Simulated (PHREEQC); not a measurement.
A column of 1 m (30 cells, dispersivity 0.05 m, 60 s a shift, diffusion coefficient 3e-10 m²/s) holds 0.094 eq of the database's cation exchanger X per kg of pore water, first in equilibrium with 33 mmol/kgw CaCl2, 7.4 mmol/kgw CdCl2 and 0.01 mmol/kgw HCl. It is flushed with 50 mmol/kgw KBr, 43 mmol/kgw ZnCl2 and 0.01 mmol/kgw HCl, at 25 °C. Values are for the last cell. CO2 from the air is kept out. No solid was allowed to form.

The numbers come from PHREEQC with the ion-association model, phreeqc.dat.

```json
[
 {"pore volumes": "0", "Br in solution (mol/kgw)": "0", "K in solution (mol/kgw)": "0", "Zn in solution (mol/kgw)": "0"},
 {"pore volumes": "0.4167", "Br in solution (mol/kgw)": "0.000139", "K in solution (mol/kgw)": "1.75e-8", "Zn in solution (mol/kgw)": "2.74e-9"},
 {"pore volumes": "0.95", "Br in solution (mol/kgw)": "0.0248", "K in solution (mol/kgw)": "0.00173", "Zn in solution (mol/kgw)": "[?]"},
 {"pore volumes": "1.35", "Br in solution (mol/kgw)": "0.0434", "K in solution (mol/kgw)": "[?]", "Zn in solution (mol/kgw)": "0.0132"},
 {"pore volumes": "1.75", "Br in solution (mol/kgw)": "0.0488", "K in solution (mol/kgw)": "0.0292", "Zn in solution (mol/kgw)": "0.0274"},
 {"pore volumes": "2.283", "Br in solution (mol/kgw)": "0.0499", "K in solution (mol/kgw)": "0.0423", "Zn in solution (mol/kgw)": "[?]"},
 {"pore volumes": "2.683", "Br in solution (mol/kgw)": "0.0500", "K in solution (mol/kgw)": "0.0467", "Zn in solution (mol/kgw)": "[?]"},
 {"pore volumes": "3.083", "Br in solution (mol/kgw)": "0.0500", "K in solution (mol/kgw)": "0.0487", "Zn in solution (mol/kgw)": "0.0422"},
 {"pore volumes": "3.617", "Br in solution (mol/kgw)": "0.0500", "K in solution (mol/kgw)": "0.0496", "Zn in solution (mol/kgw)": "0.0428"},
 {"pore volumes": "4.017", "Br in solution (mol/kgw)": "0.0500", "K in solution (mol/kgw)": "0.0499", "Zn in solution (mol/kgw)": "0.0429"}
]
```

Some entries are withheld; supply them.


- 0.95, Zn in solution (mol/kgw): 0.00142
- 1.35, K in solution (mol/kgw): 0.0136
- 2.283, Zn in solution (mol/kgw): 0.0378
- 2.683, Zn in solution (mol/kgw): 0.0409
